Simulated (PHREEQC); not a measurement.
A PHREEQC input (ion-association model, phreeqc.dat):

```
SOLUTION 1
  temp 25
  units mg/kgw
  pH 6.96
  pe 11.3
  Na 66.1
  K 183
  Ca 120
  Mg 35.7
  Cl 325
  S(6) 174 as SO4
  C(4) 100 as HCO3
  Alkalinity 259 as HCO3
  Cd 12.9
END
USE solution 1
EQUILIBRIUM_PHASES 1
  CO2(g) -3.4 10
END
```

It stops with these messages:

```
WARNING: Maximum iterations exceeded, 100
WARNING: Maximum iterations exceeded, 100
WARNING: The program has failed to converge to a numerical solution.
ERROR:                 H(1) has not converged. Total: 4.244573e-03	Calculated: 7.406995e+00	Residual: -7.402751e+00
ERROR: Is non-carbonate alkalinity greater than total alkalinity?
ERROR:                   Ca has not converged. Total: 2.994012e-03	Calculated: 2.390920e-04	Residual: 2.754920e-03
ERROR:                   Cd has not converged. Total: 1.147687e-04	Calculated: 3.689864e-07	Residual: 1.143997e-04
ERROR:                   Cl has not converged. Total: 9.167066e-03	Calculated: 8.293105e-03	Residual: 8.739616e-04
ERROR:                    K has not converged. Total: 4.680068e-03	Calculated: 4.360961e-03	Residual: 3.191067e-04
ERROR:                   Mg has not converged. Total: 1.468411e-03	Calculated: 6.369284e-04	Residual: 8.314822e-04
ERROR:                   Na has not converged. Total: 2.875188e-03	Calculated: 1.180324e-03	Residual: 1.694864e-03
ERROR:               A(H2O) Activity of water has not converged. 	Residual: 2.489579e+01
ERROR: Model failed to converge for initial solution  1.
```

### Question
What went wrong, and how is it mended?

### Answer
The fault: total carbon typed beside alkalinity, so pH is recomputed from the two. The line should read `Alkalinity 259` where the input has `C(4) 100 as HCO3 / Alkalinity 259`. With the mend the run ends at pH 8.70 and ionic strength 0.0209 mol/kgw.
